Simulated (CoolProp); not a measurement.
Properties of R22 along the isobar 25.7 bar.

Values from CoolProp's reference Helmholtz-energy equation of state, Kamei 1995.

```
T (K)   phase  cp (kJ/(kg K))  cv (kJ/(kg K))  speed of sound (m/s)
-----  ------  --------------  --------------  --------------------
152.4  liquid           1.061          0.6831                  1235
170.3  liquid           1.060          0.6735                  1149
188.1  liquid           1.059          0.6647                  1066
206    liquid      (withheld)          0.6581                 983.5
223.9  liquid           1.075          0.6555                 901.9
241.8  liquid           1.096          0.6575                 820.4
259.6  liquid           1.126      (withheld)                 738.9
277.5  liquid           1.168          0.6742                 656.1
295.4  liquid      (withheld)          0.6879            (withheld)
313.2  liquid           1.315          0.7050            (withheld)
331.1  liquid           1.494          0.7273                 380.5
349       gas           1.097          0.7100                 158.5
366.9     gas          0.9766      (withheld)                 170.8
384.7     gas          0.9263          0.6991                 180.6
```

### Question
Some entries are withheld; supply them.

### Answer

- 206, cp (kJ/(kg K)): 1.063
- 259.6, cv (kJ/(kg K)): 0.6639
- 295.4, cp (kJ/(kg K)): 1.226
- 295.4, speed of sound (m/s): 571.1
- 313.2, speed of sound (m/s): 481.9
- 366.9, cv (kJ/(kg K)): 0.6983
